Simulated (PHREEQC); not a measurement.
Consider water at 20 °C with 0.0064 mol Cd(NO3)2 and 3.3e-05 mol NaBF4 per kg of water. Closed to the air; pH follows from the charge balance.

Equilibrium calculation in PHREEQC: ion-association model, phreeqc.dat.

This is a speciation only: nothing precipitates in the calculation.

### Question
Estimate the pH, specific conductance.

### Answer
pH 4.10; specific conductance 1260 µS/cm.

### Question
In which forms is Cd present?

### Answer
Cd+2 98 %, CdNO3+ 2.1 % of the Cd.

Real BF4- forms and hydrolyses slowly; the run takes it at equilibrium.
